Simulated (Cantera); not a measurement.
Feed: 1 mol Fe, 0.024 mol CO₂, 37 mol CO, equilibrated at 1798 K and 7.50 bar.

These are equilibrium values from Cantera (NASA tables, ideal gas, pure condensed phases), not measurements of a reactor. Candidate condensed phases: C, Fe, Fe(CO)₅, FeO, Fe₂O₃, Fe₃O₄; 15 gas species. Equilibrium is a limit: real reactors are often held back by kinetics, nucleation or transport.

Base state: CO 0.999, CO₂ 0.000648 (mole fractions); condensed: Fe(δ).

Task: What changes in the equilibrium state with this change: temperature from 1798 K to 798.15 K?

Result: 
```
species             before   after
----------------  --------  ------
CO₂               0.000648   0.965
CO                   0.999  0.0350
Fe(δ), mol           1.000       0
C(graphite), mol         0    18.8
Fe₃O₄(s), mol            0   0.333
```
